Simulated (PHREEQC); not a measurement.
## Metal-bearing waste water

Make-up at 32 °C: 0.0066 mol MnSO4, 0.0033 mol HCl and 0.2 mol Na2SO4 per kg of water. Closed to the air; pH follows from the charge balance.

Equilibrium calculation in PHREEQC: ion-association model, phreeqc.dat.

Precipitation was switched off in this run.

Task: Estimate the pH, specific conductance, ionic strength.

Result: pH 3.25; specific conductance 29600 µS/cm; ionic strength 0.500 mol/kgw.

Task: In which forms is Mn present?

Result: MnSO4 57 %, Mn+2 43 % of the Mn.
